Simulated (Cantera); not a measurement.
What does this Cantera script print?

```python
import numpy as np
import cantera as ct

surf = ct.Interface("ptcombust.yaml", "Pt_surf")
gas = surf.adjacent["gas"]
gas.TPX = 1300, 140000, {'CH4': 0.0037, 'O2': 0.096, 'N2': 1.1}
surf.TP = 1300, 140000
reactor = ct.FlowReactor(gas, clone=False)
reactor.area = 0.0001  # m2
reactor.surface_area_to_volume_ratio = 100  # 1/m
reactor.mass_flow_rate = 0.43 * reactor.area * gas.density  # inlet velocity 0.43 m/s
reactor.energy_enabled = False
wall = ct.ReactorSurface(surf, reactor, clone=False)
net = ct.ReactorNet([reactor])
net.rtol, net.atol = 1e-8, 1e-16
show, cover = ['CH4', 'O2', 'H2O', 'CO2', 'CO'], ['PT(S)', 'H(S)', 'O(S)', 'OH(S)', 'CO(S)', 'C(S)']

rows = []
print(f"{'z/m':>9s}{'u/(m/s)':>9s}" + "".join(f"{s:>13s}" for s in show + cover))
for z in [0.00055, 0.00092, 0.0015, 0.0026, 0.0043, 0.0071, 0.012, 0.02, 0.033, 0.055]:
    net.advance(z)
    rows.append([reactor.speed, *gas[show].X, *surf[cover].coverages])
    print(f"{z:9.4g}{rows[-1][0]:9.3g}" + "".join(f"{x:13.4e}" for x in rows[-1][1:]))
```

Result:

```
      z/m  u/(m/s)          CH4           O2          H2O          CO2           CO        PT(S)         H(S)         O(S)        OH(S)        CO(S)         C(S)
  0.00055     0.43   2.7898e-03   7.9463e-02   5.6195e-04   2.6872e-04   5.6904e-06   5.1933e-01   1.4983e-06   4.8036e-01   3.1162e-04   3.3770e-06   6.7537e-08
  0.00092     0.43   2.5894e-03   7.9102e-02   9.2589e-04   4.4048e-04   5.6627e-06   5.1951e-01   1.8360e-06   4.8010e-01   3.8165e-04   3.1934e-06   6.2771e-08
   0.0015     0.43   2.2725e-03   7.8556e-02   1.4805e-03   6.9417e-04   6.3750e-06   5.1981e-01   2.2571e-06   4.7971e-01   4.6870e-04   3.0118e-06   5.5207e-08
   0.0026     0.43   1.5530e-03   7.7349e-02   2.7102e-03   1.2288e-03   2.1087e-05   5.2073e-01   3.0017e-06   4.7864e-01   6.2105e-04   4.5096e-06   3.7964e-08
   0.0043     0.43   6.0228e-04   7.5371e-02   4.6972e-03   2.2322e-03   1.2934e-05   5.2184e-01   3.9126e-06   4.7735e-01   8.0589e-04   2.4584e-06   1.4836e-08
   0.0071     0.43   1.9934e-04   7.4418e-02   5.6364e-03   2.7553e-03   3.3795e-06   5.2234e-01   4.2795e-06   4.7678e-01   8.7964e-04   6.8335e-07   4.9270e-09
    0.012     0.43   3.7731e-05   7.4001e-02   6.0385e-03   2.9906e-03   7.4145e-07   5.2260e-01   4.4300e-06   4.7649e-01   9.0961e-04   1.4454e-07   9.3423e-10
     0.02     0.43   2.6258e-06   7.3887e-02   6.1439e-03   3.0588e-03   1.1594e-07   5.2268e-01   4.4692e-06   4.7640e-01   9.1736e-04   1.9551e-08   6.5050e-11
    0.033     0.43   3.4499e-08   7.3865e-02   6.1607e-03   3.0732e-03   1.9611e-08   5.2269e-01   4.4756e-06   4.7638e-01   9.1861e-04   2.9243e-09   8.5476e-13
    0.055     0.43   1.5997e-10   7.3859e-02   6.1639e-03   3.0778e-03   5.6540e-09   5.2270e-01   4.4769e-06   4.7638e-01   9.1885e-04   8.3398e-10   3.9668e-15
```

Model: Deutschmann's 1995 Pt surface mechanism with GRI-Mech 3.0 gas chemistry, integrated in Cantera. Catalytic surfaces can have several steady states; this one follows from the mechanism file's or the stated starting coverage. Mass transfer to the wall is taken as infinitely fast.
